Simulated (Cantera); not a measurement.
Input (Python, Cantera) and output of one run.

```python
import numpy as np
import cantera as ct

gas_names = """
    H H2 N NH NH2 NH3 N2 N2H2 N2H4 Si SiH SiH2 SiH3 SiH4 SiN Si2 Si2N Si3
""".split()
cond_names = """
    Si(cr) Si(L) Si3N4(a)
""".split()


# ... load() reads the species with a 1 bar reference pressure and builds the phases ...
atoms = {
    'SiH4': {'Si': 1, 'H': 4},
    'N2': {'N': 2},
}
top_T = {'Si3N4(a)': 2400}  # K; cautious upper limits of use, not melting points


# ... equilibrate(T, P, feed) seeds the gas with the atoms and calls Mixture.equilibrate('TP', solver="vcs", rtol=1e-11, max_steps=5000) ...
results = []
feed = {'SiH4': 1, 'N2': 7.4}  # mol
T = 1125  # K
P = 1900  # Pa
mix = equilibrate(T, P, feed)
results.append((T, P, feed, dict(zip(mix.species_names, mix.species_moles))))
x = sorted(zip(gas.X, gas.species_names), reverse=True)
print(f"T = {T:g} K  P = {P:g} Pa  gas = {mix.phase_moles(0):.4g} mol")
print("   x: " + "  ".join(f"{s} {v:.3e}" for v, s in x if v > 0.001))
print("   condensed (mol): " + ("  ".join(f"{mix.phase(i).name} {mix.phase_moles(i):.4g}"
      for i in range(1, mix.n_phases) if mix.phase_moles(i) > 1e-12) or "none"))
```

Output:

```
T = 1125 K  P = 1900 Pa  gas = 8.733 mol
   x: N2 7.710e-01  H2 2.290e-01
   condensed (mol): Si3N4(a) 0.3333
```

Method: chemical equilibrium by Gibbs-energy minimisation in Cantera with the NASA 1993 tables (ideal gas, pure condensed phases). N2 is the only nitrogen source here; it is nearly inert below about 1500 K, so the nitride shown seldom forms there in practice.
